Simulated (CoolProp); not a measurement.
Values from CoolProp's reference Helmholtz-energy equation of state, Lemmon 2006. It is a short technical equation, of lower accuracy than the large ones.

For C2F6 (R116), give the phase and the Joule-Thomson coefficient (K/MPa), expansivity (1/kK), Prandtl number, fugacity coefficient at 271.3 K and 3.05 MPa; 271.3 K and 15.2 MPa.


- 271.3 K and 3.05 MPa: liquid; Joule-Thomson coefficient 0.647, expansivity 7.32, Prandtl number 3.26, fugacity coefficient 0.462
- 271.3 K and 15.2 MPa: liquid; Joule-Thomson coefficient -0.0921, expansivity 3.20, Prandtl number 3.45, fugacity coefficient 0.165

Viscosity comes from a separate model (Huber 2003), an estimate that may be off by 10 % or more. Thermal conductivity comes from a separate model (Huber 2003), an estimate that may be off by 10 % or more.
